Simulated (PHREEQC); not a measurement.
H2SO4 is added in steps, without added water, to 1 kg of water holding 1.2 mmol/kgw HNO3 and 1.1 mmol/kgw NiCl2, at 25 °C. Oxygen alone is held at its pressure in air (log pO2 = -0.68). No CO2 enters from the air. No solid was allowed to form.

Base run: PHREEQC, ion-association model, wateq4f.dat. Each further column changes one thing. The table gives HSO4- (mol/kgw).

```csv
H2SO4 added (mol),base,HNO3 left out,6.1e-05 mol/kgw Cu(BF4)2 added,diluted 2-fold with water,solids may form
0,0,0,0,0,0
0.001031,0.000169,[?],0.000167,[?],0.000169
0.002063,0.000473,0.000389,0.000467,0.000454,0.000473
0.003438,0.00101,0.000906,0.00100,0.000996,0.00101
0.004469,0.00149,[?],0.00148,0.00148,0.00149
0.0055,0.00201,0.00189,0.00200,0.00200,0.00201
0.006531,0.00257,[?],0.00256,0.00257,0.00257
0.007562,0.00317,0.00303,0.00315,0.00316,0.00317
0.008937,0.00400,0.00386,0.00398,0.00400,0.00400
0.009969,0.00464,0.00450,0.00462,[?],0.00464
0.011,0.00531,[?],0.00529,0.00532,0.00531
```

Question: Some entries are withheld; supply them.

Answer: 
- 0.001031, HNO3 left out: 0.000115
- 0.001031, diluted 2-fold with water: 0.000153
- 0.004469, HNO3 left out: 0.00137
- 0.006531, HNO3 left out: 0.00244
- 0.009969, diluted 2-fold with water: 0.00465
- 0.011, HNO3 left out: 0.00517

 Real BF4- forms and hydrolyses slowly; the run takes it at equilibrium. Solids allowed in the column 'solids may form': Ni(OH)2, Ni4(OH)6SO4, Morenosite.
